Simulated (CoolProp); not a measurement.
Model: reference Helmholtz-energy equation of state, Schroeder 2014, in CoolProp.

Q: For ethanol, give the phase and the cp (kJ/(kg K)), cv (kJ/(kg K)), speed of sound (m/s), conductivity (mW/(m K)) at 581.7 K and 0.198 MPa; 581.7 K and 0.836 MPa.

A: 
- 581.7 K and 0.198 MPa: gas; cp 2.32, cv 2.13, speed of sound 336, conductivity 48.7
- 581.7 K and 0.836 MPa: gas; cp 2.38, cv 2.17, speed of sound 332, conductivity 49.8

Thermal conductivity comes from a separate model (Assael 2013).
